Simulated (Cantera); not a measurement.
Feed: 1 mol HMDSO, 4.4 mol O3, 98 mol N2, at 5.40 Torr.

Equilibrium computed with Cantera from the NASA thermochemical tables; the gas is ideal and each condensed phase is pure. Candidate condensed phases: C, C6H6, C7H8, C8H18, H2O, Si, SiC, SiO2, Si2N2O, Si3N4; 151 gas species. The feed counts by its element totals alone. The tables hold silica as quartz up to 1696 K and as liquid above; real silica turns to tridymite and cristobalite and melts near 1996 K. The numbers say what is thermodynamically allowed, not how fast it happens.

x: gas mole fraction; n: condensed amount in mol.

| T (K) | x N2 | x H2 | x CO | x H2O | x CO2 | x H | n SiO2(α-quartz) | n SiO2(β-quartz) | n SiO2(condensed) |
|---|---|---|---|---|---|---|---|---|---|
| 775 | 0.867 | 0.0676 | 0.0280 | 0.0120 | 0.0251 | ___ | 2.00 | 0 | 0 |
| 850 | 0.867 | 0.0646 | 0.0310 | 0.0151 | 0.0221 | ___ | 0 | 2.00 | 0 |
| 925 | 0.867 | 0.0619 | 0.0336 | 0.0177 | 0.0195 | ___ | 0 | 2.00 | 0 |
| 1000 | 0.867 | 0.0597 | 0.0359 | 0.0200 | 0.0172 | ___ | 0 | 2.00 | 0 |
| 1075 | 0.867 | 0.0578 | 0.0378 | 0.0218 | 0.0153 | ___ | 0 | 2.00 | 0 |
| 1150 | 0.867 | 0.0562 | 0.0393 | 0.0234 | 0.0138 | ___ | 0 | 2.00 | 0 |
| 1225 | 0.867 | 0.0549 | 0.0406 | 0.0247 | 0.0125 | ___ | 0 | 2.00 | 0 |
| 1300 | 0.867 | 0.0538 | 0.0417 | 0.0258 | 0.0114 | ___ | 0 | 2.00 | 0 |
| 1375 | 0.867 | 0.0529 | 0.0427 | 0.0267 | 0.0104 | ___ | 0 | 2.00 | 0 |
| 1450 | 0.867 | 0.0521 | 0.0435 | 0.0275 | 0.00965 | ___ | 0 | 2.00 | 0 |
| 1525 | 0.867 | 0.0514 | 0.0441 | 0.0282 | 0.00898 | ___ | 0 | 2.00 | 0 |
| 1600 | 0.867 | 0.0508 | 0.0447 | 0.0288 | 0.00841 | ___ | 0 | 2.00 | 0 |
| 1675 | 0.867 | 0.0502 | 0.0452 | 0.0293 | 0.00793 | ___ | 0 | 2.00 | 0 |
| 1750 | 0.867 | 0.0495 | 0.0455 | 0.0298 | 0.00755 | ___ | 0 | 0 | 1.98 |

Problem. Complete the blanks.

Solution. 
- 775, x H: 3.04e-12
- 850, x H: 6.14e-11
- 925, x H: 7.64e-10
- 1000, x H: 6.53e-9
- 1075, x H: 4.16e-8
- 1150, x H: 2.09e-7
- 1225, x H: 8.61e-7
- 1300, x H: 3.02e-6
- 1375, x H: 9.29e-6
- 1450, x H: 2.54e-5
- 1525, x H: 6.32e-5
- 1600, x H: 0.000144
- 1675, x H: 0.000307
- 1750, x H: 0.000610
